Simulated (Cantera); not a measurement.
A closed system holds: 1 mol SiHCl₃, a varied amount of NH₃, 53 mol H₂, held at 1.20 Torr.

Method: chemical equilibrium by Gibbs-energy minimisation in Cantera with the NASA 1993 tables (ideal gas, pure condensed phases). Candidate condensed phases: NH₄Cl, Si, Si₃N₄; 28 gas species. Mutual solubility and eutectic melting of coexisting phases are not modelled. The tables' values for SiCl₃ are old estimates. Kinetics and transport are ignored.

Problem. What condenses at these points (T in K, n(NH₃) in mol): (1923, 5.9); (723, 0.43); (723, 1.6); (923, 0.18); (823, 0.12); (1023, 0.12); (1523, 0.12)?

Solution. 
```tsv
T (K)	n(NH₃) in mol	condensed phases	Si condensed (%)
1923	5.9	gas only	0.0
723	0.43	Si₃N₄	32.2
723	1.6	Si₃N₄	99.5
923	0.18	Si + Si₃N₄	42.5
823	0.12	Si + Si₃N₄	29.0
1023	0.12	Si + Si₃N₄	61.0
1523	0.12	Si	66.1
```
